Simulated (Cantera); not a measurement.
Feed: 1 mol SiO2, 15 mol CO, equilibrated at 0.310 bar.

Equilibrium computed with Cantera from the NASA thermochemical tables; the gas is ideal and each condensed phase is pure. Candidate condensed phases: C, Si, SiC, SiO2; 20 gas species. The tables hold silica as quartz up to 1696 K and as liquid above; real silica turns to tridymite and cristobalite and melts near 1996 K. Rates play no part.

Problem. What share of the Si ends up in condensed phases as a function of T (K), at 873, 1023, 1173, 1323, 1473, 1623, 1773, 1923, 2073, 2223, 2373, 2523?

Solution. 
```json
[
 {"T (K)": "873", "Si condensed (%)": "100.0", "as": "SiO2(β-quartz)"},
 {"T (K)": "1023", "Si condensed (%)": "100.0", "as": "SiO2(β-quartz)"},
 {"T (K)": "1173", "Si condensed (%)": "100.0", "as": "SiO2(β-quartz)"},
 {"T (K)": "1323", "Si condensed (%)": "100.0", "as": "SiO2(β-quartz)"},
 {"T (K)": "1473", "Si condensed (%)": "100.0", "as": "SiO2(β-quartz)"},
 {"T (K)": "1623", "Si condensed (%)": "99.7", "as": "SiO2(β-quartz)"},
 {"T (K)": "1773", "Si condensed (%)": "98.4", "as": "SiO2(condensed)"},
 {"T (K)": "1923", "Si condensed (%)": "94.1", "as": "SiO2(condensed)"},
 {"T (K)": "2073", "Si condensed (%)": "82.0", "as": "SiO2(l)"},
 {"T (K)": "2223", "Si condensed (%)": "53.1", "as": "SiO2(l)"},
 {"T (K)": "2373", "Si condensed (%)": "0.0", "as": "-"},
 {"T (K)": "2523", "Si condensed (%)": "0.0", "as": "-"}
]
```
